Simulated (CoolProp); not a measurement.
A Linde-Hampson liquefier for dry air: isothermal reversible compression at 300 K from 1 atm to 40 MPa, throttling to 1 atm, return gas leaving the recuperator 5 K below the feed. Each further row changes one setting.

Values from CoolProp's reference Helmholtz-energy equation of state, Lemmon 2000. It is a pseudo-pure fit of the blend.

```json
[
 {"case": "as stated", "liquid yield per pass": "(withheld)", "compression work (kJ/kg of gas)": "520"},
 {"case": "high pressure 80 MPa", "liquid yield per pass": "(withheld)", "compression work (kJ/kg of gas)": "(withheld)"},
 {"case": "warm-end temperature 330 K", "liquid yield per pass": "(withheld)", "compression work (kJ/kg of gas)": "(withheld)"},
 {"case": "warm-end gap 10 K", "liquid yield per pass": "(withheld)", "compression work (kJ/kg of gas)": "520"}
]
```

Problem. Complete the blanks.

Solution. 
- as stated, liquid yield per pass: 0.095
- high pressure 80 MPa, liquid yield per pass: 0.065
- high pressure 80 MPa, compression work (kJ/kg of gas): 604
- warm-end temperature 330 K, liquid yield per pass: 0.068
- warm-end temperature 330 K, compression work (kJ/kg of gas): 576
- warm-end gap 10 K, liquid yield per pass: 0.084
